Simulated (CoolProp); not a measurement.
Oxygen along the isobar 4420 kPa: fugacity coefficient from the reference equation and from simpler models built on Tc = 154.6 K, pc = 5046 kPa, ω = 0.022; each cubic takes its own stable root.

Model: reference Helmholtz-energy equation of state, Schmidt 1985, in CoolProp. Above 300 K oxygen's equation is extrapolated.

```
T (K)   phase  reference  van der Waals  Redlich-Kwong  Peng-Robinson
-----  ------  ---------  -------------  -------------  -------------
130    liquid     0.3491         0.4718         0.3511         0.3437
143.1  liquid     0.5537         0.6344         0.5591         0.5412
156.1     gas     0.7222         0.7450         0.7195         0.6975
169.2     gas     0.7854         0.7941         0.7815         0.7601
182.3     gas     0.8302         0.8305         0.8260         0.8060
195.3     gas     0.8636         0.8586         0.8594         0.8412
208.4     gas     0.8897         0.8812         0.8856         0.8691
221.5     gas     0.9103         0.8995         0.9062         0.8916
234.5     gas     0.9267         0.9144         0.9226         0.9097
247.6     gas     0.9401         0.9268         0.9360         0.9246
260.7     gas     0.9511         0.9373         0.9470         0.9370
273.7     gas     0.9601         0.9460         0.9560         0.9473
286.8     gas     0.9677         0.9535         0.9636         0.9560
299.9     gas     0.9741         0.9600         0.9699         0.9633
312.9     gas     0.9794         0.9655         0.9752         0.9695
```
